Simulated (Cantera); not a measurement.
Input: 1 mol SiH₂Cl₂, a varied amount of N₂, 56 mol H₂, held at 1600 °C and 100 Torr.

Equilibrium computed with Cantera from the NASA thermochemical tables; the gas is ideal and each condensed phase is pure. Candidate condensed phases: NH₄Cl, Si, Si₃N₄; 28 gas species. The tables' values for SiCl are old estimates; treat these amounts as uncertain. Gases not in the tables: Si₂H₆ and higher silanes. Equilibrium is a limit: real reactors are often held back by kinetics, nucleation or transport.

Question: At 22 mol N₂, list the 6 most abundant gas species with their mole fractions, and the condensed phases.

Answer: H₂ 0.705, N₂ 0.270, HCl 0.0219, SiCl₂ 0.00160, H 0.00148, Si 5.55e-5. Condensed: Si₃N₄(s).
